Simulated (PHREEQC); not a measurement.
1 kg of water holding 0.0078 mol NaCl, 0.44 mol MgSO4 and 0.052 mol K2SO4 is evaporated at 20 °C; the solids stay in contact with the brine. The system is closed to CO2. Only these solids could form: Arcanite, Bischofite, Bloedite, Brucite, Carnallite, Epsomite, Glaserite, Halite, Hexahydrite, Kainite, Kieserite, Leonite, Mirabilite, Misenite, Schoenite, Sylvite, Thenardite, MgCl2_4H2O.

The series has 15 steps of water left (kg), from 1 to 0.01465.

Computed with PHREEQC (Pitzer model, pitzer.dat).

**Question.** Which solids form, in which order, and at which step of the series does each first stand?

**Answer.** Epsomite from water left = 0.134 kg; Schoenite from water left = 0.134 kg.

Complexes and solids missing from the database can't appear.
